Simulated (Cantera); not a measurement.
Charge: 1 mol B, 11 mol N2, 77 mol H2, at 875 K and 50.0 mbar.

Equilibrium computed with Cantera from the NASA thermochemical tables; the gas is ideal and each condensed phase is pure. Candidate condensed phases: B, BN; 15 gas species. N2 is the only nitrogen source here; it is nearly inert below about 1500 K, so the nitride shown seldom forms there in practice. The numbers say what is thermodynamically allowed, not how fast it happens.

Question: What is the equilibrium state?

Answer: 
```json
{
  "x(H2)": "0.880",
  "x(N2)": "0.120",
  "x(NH3)": "2.13e-5",
  "n(BN(s))": "1.00 mol",
  "gas_amount": "87.50 mol",
  "log10 activity of B(s) (absent)": "-9.26"
}
```
